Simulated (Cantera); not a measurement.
Charge: 1 mol Si3N4, 2.3 mol CO2, 61 mol H2, at 1425 °C and 1.95 Torr.

Method: chemical equilibrium by Gibbs-energy minimisation in Cantera with the NASA 1993 tables (ideal gas, pure condensed phases). Candidate condensed phases: C, C6H6, C7H8, C8H18, H2O, Si, SiC, SiO2, Si2N2O, Si3N4; 151 gas species. Equilibrium is a limit: real reactors are often held back by kinetics, nucleation or transport.

Base state: H2 0.900, SiO 0.0391, N2 0.0295, CO 0.0288, H 0.00269, Si 6.77e-5, HCN 3.23e-5 (mole fractions); condensed: SiC(s).

### Question
What changes in the equilibrium state with this change: CO2 from 2.3 to 0.019 mol?

### Answer
```
species       before     after
-----------  -------  --------
H2             0.900     0.965
N2            0.0295    0.0317
H            0.00269   0.00279
SiO           0.0391  0.000572
CO            0.0288   3.03e-5
SiH2         3.37e-6   1.35e-5
SiH          5.10e-6   1.97e-5
SiC(s), mol    0.346    0.0164
Si(l), mol         0      2.93
```
Mutual solubility and eutectic melting of coexisting phases are not modelled. Gases not in the tables: Si2H6 and higher silanes.

### Question
What changes in the equilibrium state with this change: temperature from 1425 °C to 1827 °C?

### Answer
| species | before | after |
|---|---|---|
| H2 | 0.900 | 0.840 |
| H | 0.00269 | 0.0560 |
| SiO | 0.0391 | 0.0329 |
| Si | 6.77e-5 | 0.00945 |
| CO | 0.0288 | 0.0326 |
| N2 | 0.0295 | 0.0284 |
| Si2 | 7.91e-8 | 2.27e-5 |
| Si2C | 4.04e-7 | 2.49e-5 |
| SiH | 5.10e-6 | 0.000240 |
| SiN | 3.62e-7 | 1.69e-5 |
| SiC(s), mol | 0.346 | 0 |
The tables' values for SiN are old estimates; treat these amounts as uncertain. Gases not in the tables: Si2H6 and higher silanes.
